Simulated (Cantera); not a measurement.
Input: 1 mol PbO, 0.17 mol N₂, 0.25 mol H₂, at 15.0 Torr.

These are equilibrium values from Cantera (NASA tables, ideal gas, pure condensed phases), not measurements of a reactor. Candidate condensed phases: H₂O, Pb, PbO, PbO₂, Pb₃O₄; 27 gas species. Mutual solubility and eutectic melting of coexisting phases are not modelled. Kinetics and transport are ignored. All values below are at 1150 K.

Base state: H₂O 0.586, N₂ 0.398, Pb 0.0145, PbO 0.00114, H₂ 0.000141 (mole fractions); condensed: Pb(l) + PbO(yellow).

### Question
What changes in the equilibrium state with this change: pressure from 15.0 Torr to 900 Torr?

### Answer
```json
[
 {"species": "H₂O", "before": "0.586", "after": "0.595"},
 {"species": "N₂", "before": "0.398", "after": "0.405"},
 {"species": "Pb", "before": "0.0145", "after": "0.000241"},
 {"species": "PbO", "before": "0.00114", "after": "1.90e-5"},
 {"species": "H₂", "before": "0.000141", "after": "0.000143"},
 {"species": "Pb(l), mol", "before": "0.244", "after": "0.250"},
 {"species": "PbO(yellow), mol", "before": "0.750", "after": "0.750"}
]
```

### Question
What changes in the equilibrium state with this change: PbO replaced by Fe(CO)₅?

### Answer
| species | before | after |
|---|---|---|
| CO | 0 | 0.922 |
| H₂ | 0.000141 | 0.0461 |
| N₂ | 0.398 | 0.0314 |
| H₂O | 0.586 | 3.99e-5 |
| Pb | 0.0145 | 0 |
| PbO | 0.00114 | 0 |
| CO₂ | 0 | 0.000670 |
| Pb(l), mol | 0.244 | 0 |
| PbO(yellow), mol | 0.750 | 0 |
| C(graphite), mol | 0 | 0.00383 |
| Fe(α), mol | 0 | 1.00 |
Condensed phases not in the tables: cementite and carbon dissolved in iron. Further candidate phases: C, C₆H₆, C₇H₈, C₈H₁₈, Fe, Fe(CO)₅, FeO, Fe(OH)₂, Fe(OH)₃, Fe₂O₃, Fe₃O₄.
